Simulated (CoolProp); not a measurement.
Saturation properties of tetradecamethylhexasiloxane (MD4M) (Tc = 380.0 °C, pc = 828.6 kPa, ω = 0.800).

Values from CoolProp's reference Helmholtz-energy equation of state, Thol 2019.

| T (°C) | p (kPa) | enthalpy of vaporisation (kJ/kg) | liquid cp (kJ/(kg K)) |
|---|---|---|---|
| 239.65 | 63.80 | 104.4 | 2.160 |
| 248.55 | 78.80 | 101.3 | 2.178 |
| 257.45 | 96.43 | 98.10 | 2.196 |
| 266.45 | 117.2 | 94.76 | ___ |
| 275.35 | 141.1 | 91.33 | ___ |
| 284.35 | 168.9 | 87.72 | 2.256 |
| 293.25 | 200.4 | 83.99 | 2.278 |
| 302.15 | 236.3 | 80.05 | ___ |
| 311.15 | 277.6 | 75.81 | 2.331 |
| 320.05 | 323.9 | ___ | 2.363 |
| 328.95 | 376.0 | 66.42 | 2.401 |
| 337.95 | 435.5 | 60.94 | 2.452 |
| 346.85 | 501.7 | 54.82 | 2.524 |

### Question
Fill in the missing entries.

### Answer

- 266.45, liquid cp (kJ/(kg K)): 2.215
- 275.35, liquid cp (kJ/(kg K)): 2.235
- 302.15, liquid cp (kJ/(kg K)): 2.303
- 320.05, enthalpy of vaporisation (kJ/kg): 71.31

It boils at 259.7 °C under 1 atm.
